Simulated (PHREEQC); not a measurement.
A made-up water analysis in mg/L, 55 °C, pH 2.89, pe 10.9: Na 1050; K 86; Ca 1110; Mg 206; Cl 830; S(6) as SO4 4680; Zn 85.6.

Na is adjusted to close the charge balance.
Valence states are taken as typed.

The numbers come from PHREEQC with the ion-association model, wateq4f.dat.

### Question
The ionic strength comes out as 0.128 mol/kgw. What activity coefficients do Ca+2, KSO4-, Cl-, CaHSO4+, ZnCl+ get?

### Answer
Ca+2 0.34, KSO4- 0.76, Cl- 0.73, CaHSO4+ 0.76, ZnCl+ 0.74.

No solid was allowed to form. Examples of supersaturated solids here: Gypsum. Others may be too. Complexes and solids missing from the database can't appear. Away from 25 °C the constants follow the database's enthalpies or fits; those with neither stay at their 25 °C values.
